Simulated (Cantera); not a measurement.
**NO annealing gas**

An isothermal, constant-pressure homogeneous reactor starts with 63.3 % NO, 36.7 % N₂, at 1600 K and 101000 Pa.

Model: GRI-Mech 3.0 (53 species, 325 reactions), integrated in Cantera.

| t (s) | x NO | x N₂ | x O | x N₂O | x O₂ |
|---|---|---|---|---|---|
| 2.00e-6 | 0.633 | 0.367 | 2.23e-8 | 2.50e-8 | 2.02e-12 |
| 7.76e-6 | 0.633 | 0.367 | 6.36e-8 | 9.70e-8 | 2.49e-11 |
| 3.01e-5 | 0.633 | 0.367 | 1.03e-7 | 3.76e-7 | 2.13e-10 |
| 0.000117 | 0.633 | 0.367 | 1.10e-7 | 1.45e-6 | 1.28e-9 |
| 0.000453 | 0.633 | 0.367 | 1.24e-7 | 5.56e-6 | 9.22e-9 |
| 0.00176 | 0.633 | 0.367 | 1.79e-7 | 2.04e-5 | 1.21e-7 |
| 0.00682 | 0.633 | 0.367 | 3.99e-7 | 6.47e-5 | 3.32e-6 |
| 0.0265 | 0.632 | 0.367 | 9.33e-7 | 0.000131 | 0.000110 |
| 0.103 | 0.630 | 0.368 | 1.15e-6 | 0.000145 | 0.00101 |
| 0.399 | 0.623 | 0.372 | 1.45e-6 | 0.000142 | 0.00461 |
| 1.55 | 0.596 | 0.385 | 2.22e-6 | 0.000129 | 0.0179 |
| 6.00 | 0.509 | 0.429 | 3.73e-6 | 9.36e-5 | 0.0608 |
x: mole fraction; the columns are a selection and need not sum to one.

Equilibrium at this temperature and pressure: NO 0.00222, N₂ 0.682, O 8.14e-6, N₂O 1.24e-7, O₂ 0.315 (gas phase only).
